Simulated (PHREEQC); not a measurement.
Dissolve 5.7 mmol/kgw H3BO3, 15 mmol/kgw NaOH and 2.2 mmol/kgw LiCl at 25 °C. Closed to the air; pH follows from the charge balance.

Equilibrium calculation in PHREEQC: ion-association model, wateq4f.dat.

Each row changes one thing in this solution. No solid was allowed to form.

```csv
case,pH,ionic strength (mol/kgw),H3BO3 (mol/kgw),SI of Halite (NaCl)
as made,11.91,0.0172,1.05e-5,-6.18
temperature from 25 to 35 °C,11.60,0.0172,?,-6.20
0.0058 mol/kgw NH4BF4 added,5.01,0.0229,?,-6.20
diluted 2-fold with water,11.62,0.00860,1.06e-5,?
diluted 100-fold with water,10.00,0.000172,?,-10.08
```

**Question.** What belongs in the gaps?

**Answer.** 
- temperature from 25 to 35 °C, H3BO3 (mol/kgw): 1.81e-5
- 0.0058 mol/kgw NH4BF4 added, H3BO3 (mol/kgw): 0.00979
- diluted 2-fold with water, SI of Halite (NaCl): -6.75
- diluted 100-fold with water, H3BO3 (mol/kgw): 8.35e-6

Real BF4- forms and hydrolyses slowly; the run takes it at equilibrium.
